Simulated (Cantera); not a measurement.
An isothermal, constant-pressure homogeneous reactor starts with CH4 : N2 = 1 : 87 (molar parts), at 1525 K and 20.0 Torr.

Cantera simulation using GRI-Mech 3.0 (53 species, 325 reactions); the numbers are that mechanism's predictions, not measurements. GRI-Mech 3.0 stops at C3 and has no aromatics, soot or wall deposition, so with more carbon than oxygen in the feed, carbon stays in small species such as C2H2 where larger ones or solid carbon would form. Radical loss at walls, strong at low pressure, is not modelled.

### Question
Predict: x(CH4) at 20.0 s; x(H2) at 20.0 s; x(H) at 20.0 s; x(CH2) at 20.0 s; x(C2H4) at 20.0 s; x(C2H) at 20.0 s.

### Answer
```json
{
  "x(CH4) at 20.0 s": "0.000837 (gas-phase equilibrium 7.88e-7)",
  "x(H2) at 20.0 s": "0.0156 (gas-phase equilibrium 0.0168)",
  "x(H) at 20.0 s": "1.45e-5 (gas-phase equilibrium 1.89e-5)",
  "x(CH2) at 20.0 s": "1.20e-8 (gas-phase equilibrium 1.72e-11)",
  "x(C2H4) at 20.0 s": "3.23e-6 (gas-phase equilibrium 4.29e-8)",
  "x(C2H) at 20.0 s": "1.06e-8 (gas-phase equilibrium 1.07e-9)"
}
```
